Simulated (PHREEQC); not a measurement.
Model water analysis in mmol/kgw, 75 °C, pH 6.22, pe 11:

| constituent | mmol/kgw |
|---|---|
| Na | 1.23 |
| K | 0.0119 |
| Ca | 0.639 |
| Mg | 0.0878 |
| Cl | 1.4 |
| S(6) | 0.0856 |
| Alkalinity (meq/kgw) | 1.05 |
| Li | 0.00204 |
| Br | 0.000325 |
| Si | 0.0108 |
| O(0) (counted as O atoms) | 0.111 |
| Sr | 0.000342 |

Valence states are taken as typed.

Model: ion-association model, phreeqc.dat, run in PHREEQC.

This is a speciation only: nothing precipitates in the calculation.

What specific conductance, charge-balance error does the model give?

specific conductance 688 µS/cm; charge-balance error 1.5 %.

In which forms is S present?

SO4-2 89 %, CaSO4 7.8 %, MgSO4 3.0 %, NaSO4- 0.5 % of the S.

Complexes and solids missing from the database can't appear. Constants without temperature data keep their 25 °C values here.
